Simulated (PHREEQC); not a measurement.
**Nickel, zinc or cadmium bath**

A solution holds 0.0034 mol NiCl2 and 0.0015 mol HCl per kg of water, at 12 °C. Closed to the air; pH follows from the charge balance.

The numbers come from PHREEQC with the ion-association model, wateq4f.dat.

```
Quantity                  Result
----------------  --------------
pH                          2.87
ionic strength    0.0116 mol/kgw
total alkalinity    -1.50 meq/kg
```

```json
[
 {"species": "Cl-", "molality": "0.00825", "activity": "0.00739", "log γ": "-0.048"},
 {"species": "Ni+2", "molality": "0.00335", "activity": "0.00218", "log γ": "-0.187"},
 {"species": "H+", "molality": "0.00150", "activity": "0.00136", "log γ": "-0.041"},
 {"species": "NiCl+", "molality": "4.51e-5", "activity": "4.05e-5", "log γ": "-0.047"},
 {"species": "NiCl2", "molality": "1.08e-6", "activity": "1.09e-6", "log γ": "0.001"}
]
```

No solid was allowed to form. Constants without temperature data keep their 25 °C values here.
